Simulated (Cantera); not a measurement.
A closed system holds: 1 mol MgO, 5.8 mol CH4, 0.1 mol H2, at 2127 °C and 1.10 mbar.

Equilibrium computed with Cantera from the NASA thermochemical tables; the gas is ideal and each condensed phase is pure. Candidate condensed phases: C, C6H6, C7H8, C8H18, H2O, Mg, MgCO3, MgO, Mg(OH)2; 116 gas species. The tables' values for MgH are old estimates; treat these amounts as uncertain. Equilibrium is a limit: real reactors are often held back by kinetics, nucleation or transport.

Base state: H2 0.527, H 0.348, CO 0.0603, Mg 0.0602, C2H2 (acetylene) 0.00368, C2H 0.000140, C3 8.92e-5, C 3.61e-5 (mole fractions); condensed: C(graphite).

Problem. What changes in the equilibrium state with this change: temperature from 2127 °C to 952 °C?

Solution. 
```json
[
 {"species": "H2", "before": "0.527", "after": "0.995"},
 {"species": "CO", "before": "0.0603", "after": "0.00257"},
 {"species": "Mg", "before": "0.0602", "after": "0.00257"},
 {"species": "H", "before": "0.348", "after": "9.37e-6"},
 {"species": "C2H", "before": "0.000140", "after": "<1e-9"},
 {"species": "C3", "before": "8.92e-5", "after": "<1e-9"},
 {"species": "C", "before": "3.61e-5", "after": "<1e-9"},
 {"species": "C(graphite), mol", "before": "4.67", "after": "5.77"},
 {"species": "MgO(s), mol", "before": "0", "after": "0.970"}
]
```
